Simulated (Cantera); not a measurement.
Source: NASA polynomial tables (part measured, part estimated), evaluated in Cantera. Values are per mole of reaction as written; species without (g) are pure solids or liquids, kept so even where they would boil at 1 bar. VN: taken at fixed stoichiometry.

5 H₂O(g) + 2 VN → N₂(g) + V₂O₅ + 5 H₂(g), with ΔH° = 92.9 kJ and ΔS° = -42.7 J/K at 300 K.

Task: How far is the shortcut ΔG° ≈ ΔH°(300 K) − T·ΔS°(300 K) from the full temperature-dependent value at 1123, 1273, 1423, 1573, 1723, 1873, 2023, 2173 K?

Result: 
| T (K) | shortcut (kJ) | full (kJ) | difference (kJ) | difference in log10 K | condensed phases |
|---|---|---|---|---|---|
| 1123 | 140.9 | 85.2 | 55.7 | -2.59 | VN(s), V₂O₅(l) |
| 1273 | 147.3 | 68.2 | 79.2 | -3.25 | VN(s), V₂O₅(l) |
| 1423 | 153.7 | 50.3 | 103.4 | -3.80 | VN(s), V₂O₅(l) |
| 1573 | 160.2 | 31.9 | 128.3 | -4.26 | VN(s), V₂O₅(l) |
| 1723 | 166.6 | 13.0 | 153.5 | -4.65 | VN(s), V₂O₅(l) |
| 1873 | 173.0 | -6.1 | 179.1 | -4.99 | VN(s), V₂O₅(l) |
| 2023 | 179.4 | -25.4 | 204.8 | -5.29 | VN(s), V₂O₅(l) |
| 2173 | 185.8 | -44.9 | 230.7 | -5.55 | VN(s), V₂O₅(l) |
The shortcut ignores heat capacities and the phase changes listed.
